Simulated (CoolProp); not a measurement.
Saturation properties of ethylene (Tc = 282.4 K, pc = 5042 kPa, ω = 0.087).

Computed with CoolProp (reference Helmholtz-energy equation of state, Smukala 2000).

```
T (K)  p (kPa)  vapour density (kg/m³)  enthalpy of vaporisation (kJ/kg)  liquid cp (kJ/(kg K))  surface tension (mN/m)
-----  -------  ----------------------  --------------------------------  ---------------------  ----------------------
152.8    33.85                  0.7589                             505.4                  2.404                    19.2
158.8    51.86                   1.125                             497.3                  2.406                    18.1
164.7        ?                   1.606                             489.1                      ?                    17.1
170.7        ?                   2.242                             480.5                  2.420                    16.1
176.7    152.9                   3.055                             471.5                  2.432                    15.1
182.6    207.4                   4.057                             462.3                  2.449                    14.1
188.6    276.9                   5.313                             452.5                  2.471                    13.1
194.6    362.7                   6.845                             442.2                  2.499                    12.2
200.6    466.8                   8.694                             431.3                  2.532                    11.2
206.5    589.3                   10.87                             420.0                  2.573                    10.2
212.5    736.6                   13.49                             407.7                  2.623                    9.31
218.5        ?                   16.59                             394.5                  2.683                    8.38
224.4     1106                   20.19                             380.6                  2.756                    7.48
230.4        ?                   24.49                             365.3                      ?                    6.58
```

### Question
Complete the blanks.

### Answer

- 164.7, p (kPa): 76.25
- 164.7, liquid cp (kJ/(kg K)): 2.411
- 170.7, p (kPa): 109.5
- 218.5, p (kPa): 909.2
- 230.4, p (kPa): 1336
- 230.4, liquid cp (kJ/(kg K)): 2.846

It boils at 169.4 K under 1 atm.

Surface tension comes from a separate correlation (Mulero 2012).
